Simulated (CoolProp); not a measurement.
Saturation properties of ammonia.

The numbers come from the reference Helmholtz-energy equation of state, Gao 2020 in CoolProp.

```json
[
 {"T (°C)": "22.35", "p (bar)": "9.233", "liquid density (kg/m³)": "606.9", "enthalpy of vaporisation (kJ/kg)": "1177", "vapour Z": "0.8890", "liquid conductivity (mW/(m K))": "493"},
 {"T (°C)": "25.35", "p (bar)": "10.14", "liquid density (kg/m³)": "602.4", "enthalpy of vaporisation (kJ/kg)": "1164", "vapour Z": "0.8822", "liquid conductivity (mW/(m K))": "485"},
 {"T (°C)": "28.35", "p (bar)": "11.10", "liquid density (kg/m³)": "597.9", "enthalpy of vaporisation (kJ/kg)": "1152", "vapour Z": "0.8753", "liquid conductivity (mW/(m K))": "476"},
 {"T (°C)": "31.25", "p (bar)": "?", "liquid density (kg/m³)": "593.4", "enthalpy of vaporisation (kJ/kg)": "1139", "vapour Z": "0.8683", "liquid conductivity (mW/(m K))": "468"},
 {"T (°C)": "34.25", "p (bar)": "13.21", "liquid density (kg/m³)": "588.8", "enthalpy of vaporisation (kJ/kg)": "1126", "vapour Z": "0.8608", "liquid conductivity (mW/(m K))": "460"},
 {"T (°C)": "37.25", "p (bar)": "14.39", "liquid density (kg/m³)": "584.0", "enthalpy of vaporisation (kJ/kg)": "1112", "vapour Z": "0.8530", "liquid conductivity (mW/(m K))": "451"},
 {"T (°C)": "40.25", "p (bar)": "15.65", "liquid density (kg/m³)": "579.2", "enthalpy of vaporisation (kJ/kg)": "1098", "vapour Z": "0.8450", "liquid conductivity (mW/(m K))": "443"},
 {"T (°C)": "43.15", "p (bar)": "16.95", "liquid density (kg/m³)": "574.5", "enthalpy of vaporisation (kJ/kg)": "1085", "vapour Z": "?", "liquid conductivity (mW/(m K))": "435"},
 {"T (°C)": "46.15", "p (bar)": "18.37", "liquid density (kg/m³)": "569.5", "enthalpy of vaporisation (kJ/kg)": "1070", "vapour Z": "0.8284", "liquid conductivity (mW/(m K))": "427"},
 {"T (°C)": "49.15", "p (bar)": "19.88", "liquid density (kg/m³)": "564.4", "enthalpy of vaporisation (kJ/kg)": "1055", "vapour Z": "0.8195", "liquid conductivity (mW/(m K))": "419"},
 {"T (°C)": "52.15", "p (bar)": "?", "liquid density (kg/m³)": "559.3", "enthalpy of vaporisation (kJ/kg)": "1040", "vapour Z": "?", "liquid conductivity (mW/(m K))": "411"},
 {"T (°C)": "55.05", "p (bar)": "23.13", "liquid density (kg/m³)": "554.2", "enthalpy of vaporisation (kJ/kg)": "1025", "vapour Z": "0.8011", "liquid conductivity (mW/(m K))": "403"},
 {"T (°C)": "58.05", "p (bar)": "24.92", "liquid density (kg/m³)": "548.9", "enthalpy of vaporisation (kJ/kg)": "1009", "vapour Z": "0.7913", "liquid conductivity (mW/(m K))": "395"},
 {"T (°C)": "61.05", "p (bar)": "26.82", "liquid density (kg/m³)": "543.4", "enthalpy of vaporisation (kJ/kg)": "991.9", "vapour Z": "?", "liquid conductivity (mW/(m K))": "387"},
 {"T (°C)": "63.95", "p (bar)": "28.76", "liquid density (kg/m³)": "538.0", "enthalpy of vaporisation (kJ/kg)": "975.4", "vapour Z": "0.7710", "liquid conductivity (mW/(m K))": "379"}
]
```

**Question.** Fill in the missing entries.

**Answer.** 
- 31.25, p (bar): 12.11
- 43.15, vapour Z: 0.8369
- 52.15, p (bar): 21.49
- 52.15, vapour Z: 0.8103
- 61.05, vapour Z: 0.7811

It boils at -33.3 °C under 1 atm.

Thermal conductivity comes from a separate model (Tufeu 1984).
